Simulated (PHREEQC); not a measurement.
1 g of hydrous ferric oxide (600 m²/g; 0.2 weak and 0.005 strong sites per Fe, Dzombak-Morel constants, diffuse double layer) in 1 kg of water with 0.1 mol/kgw of an inert sodium salt and 8.1e-05 mol MnCl2, at 25 °C; the pH is set by adding NaOH or the inert anion's acid. No oxygen is let in. CO2 from the air is kept out. Precipitation was switched off in this run.

Base run: PHREEQC, ion-association model, wateq4f.dat. Each further column changes one thing. The table gives surface charge σ (C/m²).

```json
[
 {"pH": "3", "base": "0.363", "background salt from 0.1 to 0.01 mol/kgw": "(withheld)", "oxide from 1 to 5 g/kgw": "0.364", "0.0016 mol/kgw BaCl2 added": "0.364"},
 {"pH": "3.75", "base": "0.338", "background salt from 0.1 to 0.01 mol/kgw": "0.250", "oxide from 1 to 5 g/kgw": "0.339", "0.0016 mol/kgw BaCl2 added": "0.339"},
 {"pH": "4.5", "base": "0.273", "background salt from 0.1 to 0.01 mol/kgw": "0.163", "oxide from 1 to 5 g/kgw": "0.275", "0.0016 mol/kgw BaCl2 added": "0.275"},
 {"pH": "5.25", "base": "0.186", "background salt from 0.1 to 0.01 mol/kgw": "0.095", "oxide from 1 to 5 g/kgw": "0.187", "0.0016 mol/kgw BaCl2 added": "0.189"},
 {"pH": "6", "base": "0.112", "background salt from 0.1 to 0.01 mol/kgw": "(withheld)", "oxide from 1 to 5 g/kgw": "0.112", "0.0016 mol/kgw BaCl2 added": "0.114"},
 {"pH": "6.75", "base": "0.060", "background salt from 0.1 to 0.01 mol/kgw": "0.024", "oxide from 1 to 5 g/kgw": "0.059", "0.0016 mol/kgw BaCl2 added": "0.062"},
 {"pH": "7.5", "base": "0.025", "background salt from 0.1 to 0.01 mol/kgw": "(withheld)", "oxide from 1 to 5 g/kgw": "0.023", "0.0016 mol/kgw BaCl2 added": "0.026"},
 {"pH": "8.25", "base": "-0.003", "background salt from 0.1 to 0.01 mol/kgw": "-0.001", "oxide from 1 to 5 g/kgw": "-0.004", "0.0016 mol/kgw BaCl2 added": "0.000"},
 {"pH": "9", "base": "-0.031", "background salt from 0.1 to 0.01 mol/kgw": "-0.012", "oxide from 1 to 5 g/kgw": "-0.034", "0.0016 mol/kgw BaCl2 added": "-0.022"}
]
```

Task: What belongs in the gaps?

Result: 
- 3, background salt from 0.1 to 0.01 mol/kgw: 0.328
- 6, background salt from 0.1 to 0.01 mol/kgw: 0.050
- 7.5, background salt from 0.1 to 0.01 mol/kgw: 0.009

The oxide is taken as insoluble; below pH 4 it would dissolve.
